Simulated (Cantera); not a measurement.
Input: 1 mol Ti(OiPr)4, 0.7 mol O2, 6.2 mol H2, equilibrated at 1598 K and 38.0 Pa.

These are equilibrium values from Cantera (NASA tables, ideal gas, pure condensed phases), not measurements of a reactor. Candidate condensed phases: C, C6H6, C7H8, C8H18, H2O, Ti, TiC, TiO, TiO2, Ti2O3, Ti3O5, Ti4O7; 113 gas species. The feed counts by its element totals alone. TiC: taken at fixed stoichiometry. Kinetics and transport are ignored.

Problem. What is the equilibrium state?

Solution. 
| Item | Value |
|---|---|
| x(H2) | 0.787 |
| x(CO) | 0.211 |
| x(H) | 0.00242 |
| x(C2H2 (acetylene)) | 2.12e-5 |
| n(C(graphite)) | 5.60 mol |
| n(TiC(s)) | 1.00 mol |
| gas amount | 25.63 mol |
| log10 activity of Ti(β) (absent) | -5.37 |
| log10 activity of Ti2O3(s) (absent) | -12.19 |
| log10 activity of Ti3O5(s) (absent) | -20.25 |
